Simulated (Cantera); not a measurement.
Input: 1 mol SiC, 0.55 mol H2O, 2.1 mol H2, 0.13 mol CO2, at 0.000890 bar.

Equilibrium computed with Cantera from the NASA thermochemical tables; the gas is ideal and each condensed phase is pure. Candidate condensed phases: C, C6H6, C7H8, C8H18, H2O, Si, SiC, SiO2; 123 gas species. Gases not in the tables: Si2H6 and higher silanes. The numbers say what is thermodynamically allowed, not how fast it happens. All values below are at 2148 K.

Base state: H2 0.595, CO 0.164, H 0.108, Si 0.0915, SiO 0.0346, Si2C 0.00447, SiH 0.00103, Si2 0.000489 (mole fractions); condensed: SiC(s).

What changes in the equilibrium state with this change: H2O from 0.55 to 0.0016 mol?


```csv
species,before,after
H2,0.595,0.736
H,0.108,0.120
CO,0.164,0.0951
Si,0.0915,0.0409
SiO,0.0346,0.00402
Si3,3.62e-5,3.24e-6
C2H2 (acetylene),6.92e-5,0.000427
Si2,0.000489,9.78e-5
"SiC(s), mol",0.439,0.866
```
